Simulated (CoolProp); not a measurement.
CHF3 (R23) along the isotherm 156.8 K: density (kg/m³) from the reference equation and from simpler models built on Tc = 299.3 K, pc = 4.832 MPa, ω = 0.263; each cubic takes its own stable root.

Computed with CoolProp (reference Helmholtz-energy equation of state, Penoncello 2003).

| p (MPa) | phase | reference |
|---|---|---|
| 0.483 | liquid | 1571 |
| 0.966 | liquid | 1572 |
| 1.45 | liquid | 1573 |
| 1.93 | liquid | 1574 |
| 2.42 | liquid | 1574 |
| 2.9 | liquid | 1575 |
| 3.38 | liquid | 1576 |
| 3.87 | liquid | 1577 |
| 4.35 | liquid | 1577 |
| 4.83 | liquid | 1578 |
| 5.31 | liquid | 1579 |
| 5.8 | liquid | 1580 |
| 6.28 | liquid | 1580 |
| 6.76 | liquid | 1581 |
| 7.25 | liquid | 1582 |

How far does each simpler model (Soave-Redlich-Kwong, Peng-Robinson) lie from the reference over these 15 states: mean and median of the absolute difference, and the worst?


- Soave-Redlich-Kwong: mean 15.0 %, median 15.0 %, worst -15.0 % at 156.8 K and 0.483 MPa
- Peng-Robinson: mean 4.4 %, median 4.4 %, worst -4.4 % at 156.8 K and 7.25 MPa
